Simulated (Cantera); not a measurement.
## Adiabatic ignition

An adiabatic, constant-pressure homogeneous reactor starts with 8.62 % CO, 3.45 % H₂, 1.64 % CH₄, 11.4 % O₂, 74.9 % N₂, at 1400 K and 12.8 atm.

Cantera simulation using GRI-Mech 3.0 (53 species, 325 reactions); the numbers are that mechanism's predictions, not measurements. The pressure lies above the range GRI-Mech 3.0 was tuned for (to about 10 atm).

```json
[
 {"t (s)": "3.00e-6", "T (K)": "1400", "x CO": "0.0862", "x H₂": "0.0345", "x CH₄": "0.0164", "x N₂O": "3.10e-11", "x H": "5.26e-7", "x C₂H": "<1e-12"},
 {"t (s)": "6.83e-6", "T (K)": "1401", "x CO": "0.0862", "x H₂": "0.0344", "x CH₄": "0.0163", "x N₂O": "7.45e-10", "x H": "1.20e-5", "x C₂H": "<1e-12"},
 {"t (s)": "1.55e-5", "T (K)": "1524", "x CO": "0.0870", "x H₂": "0.0282", "x CH₄": "0.0107", "x N₂O": "4.77e-8", "x H": "0.000222", "x C₂H": "1.87e-10"},
 {"t (s)": "3.54e-5", "T (K)": "2460", "x CO": "0.0175", "x H₂": "0.00179", "x CH₄": "<1e-12", "x N₂O": "2.06e-6", "x H": "0.000810", "x C₂H": "<1e-12"},
 {"t (s)": "8.05e-5", "T (K)": "2541", "x CO": "0.00895", "x H₂": "0.000949", "x CH₄": "<1e-12", "x N₂O": "1.63e-6", "x H": "0.000282", "x C₂H": "<1e-12"},
 {"t (s)": "0.000183", "T (K)": "2546", "x CO": "0.00831", "x H₂": "0.000892", "x CH₄": "<1e-12", "x N₂O": "1.58e-6", "x H": "0.000256", "x C₂H": "<1e-12"},
 {"t (s)": "0.000417", "T (K)": "2545", "x CO": "0.00831", "x H₂": "0.000893", "x CH₄": "<1e-12", "x N₂O": "1.57e-6", "x H": "0.000255", "x C₂H": "<1e-12"},
 {"t (s)": "0.000949", "T (K)": "2542", "x CO": "0.00831", "x H₂": "0.000894", "x CH₄": "<1e-12", "x N₂O": "1.56e-6", "x H": "0.000252", "x C₂H": "<1e-12"},
 {"t (s)": "0.00216", "T (K)": "2538", "x CO": "0.00831", "x H₂": "0.000897", "x CH₄": "<1e-12", "x N₂O": "1.55e-6", "x H": "0.000248", "x C₂H": "<1e-12"},
 {"t (s)": "0.00491", "T (K)": "2533", "x CO": "0.00832", "x H₂": "0.000900", "x CH₄": "<1e-12", "x N₂O": "1.55e-6", "x H": "0.000244", "x C₂H": "<1e-12"},
 {"t (s)": "0.0112", "T (K)": "2532", "x CO": "0.00832", "x H₂": "0.000901", "x CH₄": "<1e-12", "x N₂O": "1.56e-6", "x H": "0.000242", "x C₂H": "<1e-12"},
 {"t (s)": "0.0255", "T (K)": "2532", "x CO": "0.00832", "x H₂": "0.000901", "x CH₄": "<1e-12", "x N₂O": "1.56e-6", "x H": "0.000242", "x C₂H": "<1e-12"},
 {"t (s)": "0.0579", "T (K)": "2532", "x CO": "0.00832", "x H₂": "0.000901", "x CH₄": "<1e-12", "x N₂O": "1.56e-6", "x H": "0.000242", "x C₂H": "<1e-12"},
 {"t (s)": "0.132", "T (K)": "2532", "x CO": "0.00832", "x H₂": "0.000901", "x CH₄": "<1e-12", "x N₂O": "1.56e-6", "x H": "0.000242", "x C₂H": "<1e-12"},
 {"t (s)": "0.300", "T (K)": "2532", "x CO": "0.00832", "x H₂": "0.000901", "x CH₄": "<1e-12", "x N₂O": "1.56e-6", "x H": "0.000242", "x C₂H": "<1e-12"}
]
```
x: mole fraction; the columns are a selection and need not sum to one.

The time of steepest temperature rise is 19.1 µs. The temperature at 0.300 s comes out as 2532 K. The equilibrium temperature comes out as 2532 K and the x(CO) at 0.300 s is 0.00832 (gas-phase equilibrium 0.00832). The x(H₂) at 0.300 s is 0.000901 (gas-phase equilibrium 0.000901) and the x(CH₄) at 0.300 s comes out as <1e-12 (gas-phase equilibrium <1e-12).
